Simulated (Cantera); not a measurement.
Adiabatic ignition

An adiabatic, constant-volume homogeneous reactor starts with CH₄ : O₂ : N₂ = 1 : 1.43 : 15.7 (molar parts), equivalence ratio 1.4, at 1450 K and 21000 Torr.

Detailed kinetics in Cantera: GRI-Mech 3.0 (53 species, 325 reactions). The pressure lies above the range GRI-Mech 3.0 was tuned for (to about 10 atm).

| t (s) | T (K) | P (bar) | x CH₄ | x O₂ | x C₂H₂ | x H | x CO₂ | x NO |
|---|---|---|---|---|---|---|---|---|
| 2.00e-6 | 1450 | 28.0 | 0.0552 | 0.0789 | <1e-12 | 1.76e-9 | 3.47e-12 | <1e-12 |
| 6.02e-6 | 1450 | 28.0 | 0.0552 | 0.0789 | <1e-12 | 3.75e-9 | 1.40e-10 | <1e-12 |
| 1.81e-5 | 1450 | 28.0 | 0.0551 | 0.0789 | 6.91e-12 | 1.26e-8 | 7.14e-9 | <1e-12 |
| 5.45e-5 | 1451 | 28.0 | 0.0550 | 0.0788 | 9.57e-10 | 3.11e-8 | 1.43e-7 | <1e-12 |
| 0.000164 | 1457 | 28.1 | 0.0539 | 0.0781 | 6.41e-8 | 1.25e-7 | 2.12e-6 | 1.59e-12 |
| 0.000494 | 2378 | 47.4 | 9.03e-8 | 2.08e-6 | 1.16e-7 | 0.000337 | 0.0185 | 6.55e-5 |
| 0.00149 | 2378 | 47.4 | 9.47e-11 | 2.09e-6 | <1e-12 | 0.000337 | 0.0185 | 6.58e-5 |
| 0.00447 | 2378 | 47.4 | 9.45e-11 | 2.09e-6 | <1e-12 | 0.000337 | 0.0185 | 6.08e-5 |
| 0.0135 | 2378 | 47.4 | 9.45e-11 | 2.09e-6 | <1e-12 | 0.000337 | 0.0185 | 5.99e-5 |
| 0.0405 | 2378 | 47.4 | 9.45e-11 | 2.09e-6 | <1e-12 | 0.000337 | 0.0185 | 5.99e-5 |
| 0.122 | 2378 | 47.4 | 9.45e-11 | 2.09e-6 | <1e-12 | 0.000337 | 0.0185 | 5.99e-5 |
| 0.367 | 2378 | 47.4 | 9.45e-11 | 2.09e-6 | <1e-12 | 0.000337 | 0.0185 | 5.99e-5 |
| 1.10 | 2378 | 47.4 | 9.45e-11 | 2.09e-6 | <1e-12 | 0.000337 | 0.0185 | 5.99e-5 |
| 3.32 | 2378 | 47.4 | 9.45e-11 | 2.09e-6 | <1e-12 | 0.000337 | 0.0185 | 5.99e-5 |
| 10.0 | 2378 | 47.4 | 9.45e-11 | 2.09e-6 | <1e-12 | 0.000337 | 0.0185 | 5.99e-5 |
x: mole fraction; the columns are a selection and need not sum to one.

```yaml
time_of_steepest_temperature_rise: 0.381 ms
temperature at 10.0 s: 2378 K
equilibrium_temperature: 2378 K
x(CH₄) at 10.0 s: 9.45e-11 (gas-phase equilibrium 1.04e-10)
x(O₂) at 10.0 s: 2.09e-6 (gas-phase equilibrium 2.09e-6)
x(C₂H₂) at 10.0 s: <1e-12 (gas-phase equilibrium <1e-12)
```
